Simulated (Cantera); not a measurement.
An isothermal, constant-pressure homogeneous reactor starts with CH4 : N2 = 3.4 : 67 (molar parts), at 1873 K and 0.0148 atm.

Detailed kinetics in Cantera: GRI-Mech 3.0 (53 species, 325 reactions). GRI-Mech 3.0 stops at C3 and has no aromatics, soot or wall deposition, so with more carbon than oxygen in the feed, carbon stays in small species such as C2H2 where larger ones or solid carbon would form. Radical loss at walls, strong at low pressure, is not modelled.

Predict: x(CH4) at 4.00 s; x(C2H4) at 4.00 s; x(H2) at 4.00 s; x(C2H) at 4.00 s; x(HCN) at 4.00 s.


- x(CH4) at 4.00 s = 3.22e-6 (gas-phase equilibrium 5.79e-7)
- x(C2H4) at 4.00 s = 3.41e-7 (gas-phase equilibrium 5.81e-8)
- x(H2) at 4.00 s = 0.0684 (gas-phase equilibrium 0.0684)
- x(C2H) at 4.00 s = 5.11e-6 (gas-phase equilibrium 9.46e-7)
- x(HCN) at 4.00 s = 0.000118 (gas-phase equilibrium 0.0381)
